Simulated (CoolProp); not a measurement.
Vapour-liquid equilibrium of carbon dioxide (1) + R152A (2) at 247.5 K; x and y are mole fractions of (1).

Values from CoolProp's multi-fluid Helmholtz-energy mixture model, Span 1996 and Outcalt 1996; pair parameters Bell 2016.

```tsv
x	bubble pressure (MPa)	y at the bubble point	dew pressure at overall composition x (MPa)	liquid density (mol/L)
0.05	(withheld)	0.454	0.09907	15.66
0.2	0.3926	0.790	0.1170	16.64
0.35	0.6174	0.883	0.1427	17.71
0.5	0.8415	0.928	0.1825	(withheld)
0.65	1.068	0.956	0.2527	20.25
0.8	(withheld)	0.977	0.4090	21.75
0.95	1.557	0.994	1.008	23.42
```

Q: Complete the blanks.

A: 
- 0.05, bubble pressure (MPa): 0.1680
- 0.5, liquid density (mol/L): 18.91
- 0.8, bubble pressure (MPa): 1.303

No azeotrope shows between x = 0.05 and 0.95.

The pair parameters rest on a limited set of measurements; away from them the model extrapolates.
